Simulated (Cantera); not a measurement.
**Silicon oxide and oxynitride deposition: Si2H6 + O2 + N2**

A closed system holds: 1 mol Si2H6, a varied amount of O2, 11 mol N2, held at 1123 K and 0.133 bar.

These are equilibrium values from Cantera (NASA tables, ideal gas, pure condensed phases), not measurements of a reactor. Candidate condensed phases: H2O, Si, SiO2, Si2N2O, Si3N4; 35 gas species. The feed counts by its element totals alone. N2 is the only nitrogen source here; it is nearly inert below about 1500 K, so the nitride shown seldom forms there in practice. Mutual solubility and eutectic melting of coexisting phases are not modelled. The numbers say what is thermodynamically allowed, not how fast it happens.

From 0.88 mol O2 to 1.9 mol O2 the condensed part is SiO2(β-quartz) + Si2N2O(s). From 2.2 mol O2 to 4.3 mol O2 the condensed part is SiO2(β-quartz).

```json
[
 {"n(O2) (mol)": "0.88", "x N2": "0.774", "x H2": "0.226", "x H2O": "2.75e-5", "x O2": "<1e-12", "x NO": "<1e-12", "x NH3": "3.54e-6", "x OH": "<1e-12", "x NO2": "<1e-12", "n SiO2(β-quartz)": "0.506", "n Si2N2O(s)": "0.747"},
 {"n(O2) (mol)": "1.2", "x N2": "0.777", "x H2": "0.223", "x H2O": "2.71e-5", "x O2": "<1e-12", "x NO": "<1e-12", "x NH3": "3.47e-6", "x OH": "<1e-12", "x NO2": "<1e-12", "n SiO2(β-quartz)": "0.933", "n Si2N2O(s)": "0.533"},
 {"n(O2) (mol)": "1.6", "x N2": "0.782", "x H2": "0.218", "x H2O": "2.66e-5", "x O2": "<1e-12", "x NO": "<1e-12", "x NH3": "3.38e-6", "x OH": "<1e-12", "x NO2": "<1e-12", "n SiO2(β-quartz)": "1.47", "n Si2N2O(s)": "0.267"},
 {"n(O2) (mol)": "1.9", "x N2": "0.785", "x H2": "0.215", "x H2O": "2.63e-5", "x O2": "<1e-12", "x NO": "<1e-12", "x NH3": "3.31e-6", "x OH": "<1e-12", "x NO2": "<1e-12", "n SiO2(β-quartz)": "1.87", "n Si2N2O(s)": "0.0668"},
 {"n(O2) (mol)": "2.2", "x N2": "0.786", "x H2": "0.186", "x H2O": "0.0286", "x O2": "<1e-12", "x NO": "<1e-12", "x NH3": "2.65e-6", "x OH": "3.98e-11", "x NO2": "<1e-12", "n SiO2(β-quartz)": "2.00", "n Si2N2O(s)": "0"},
 {"n(O2) (mol)": "2.6", "x N2": "0.786", "x H2": "0.129", "x H2O": "0.0857", "x O2": "<1e-12", "x NO": "<1e-12", "x NH3": "1.53e-6", "x OH": "1.43e-10", "x NO2": "<1e-12", "n SiO2(β-quartz)": "2.00", "n Si2N2O(s)": "0"},
 {"n(O2) (mol)": "2.9", "x N2": "0.786", "x H2": "0.0857", "x H2O": "0.129", "x O2": "<1e-12", "x NO": "2.15e-12", "x NH3": "8.32e-7", "x OH": "2.64e-10", "x NO2": "<1e-12", "n SiO2(β-quartz)": "2.00", "n Si2N2O(s)": "0"},
 {"n(O2) (mol)": "3.3", "x N2": "0.786", "x H2": "0.0286", "x H2O": "0.186", "x O2": "<1e-12", "x NO": "9.30e-12", "x NH3": "1.60e-7", "x OH": "6.60e-10", "x NO2": "<1e-12", "n SiO2(β-quartz)": "2.00", "n Si2N2O(s)": "0"},
 {"n(O2) (mol)": "3.6", "x N2": "0.780", "x H2": "1.59e-8", "x H2O": "0.213", "x O2": "0.00708", "x NO": "1.91e-5", "x NH3": "<1e-12", "x OH": "1.01e-6", "x NO2": "3.22e-8", "n SiO2(β-quartz)": "2.00", "n Si2N2O(s)": "0"},
 {"n(O2) (mol)": "4", "x N2": "0.759", "x H2": "7.02e-9", "x H2O": "0.207", "x O2": "0.0345", "x NO": "4.15e-5", "x NH3": "<1e-12", "x OH": "1.48e-6", "x NO2": "1.55e-7", "n SiO2(β-quartz)": "2.00", "n Si2N2O(s)": "0"},
 {"n(O2) (mol)": "4.3", "x N2": "0.743", "x H2": "5.49e-9", "x H2O": "0.203", "x O2": "0.0540", "x NO": "5.14e-5", "x NH3": "<1e-12", "x OH": "1.64e-6", "x NO2": "2.40e-7", "n SiO2(β-quartz)": "2.00", "n Si2N2O(s)": "0"}
]
```
x: gas mole fraction; n: condensed amount in mol.
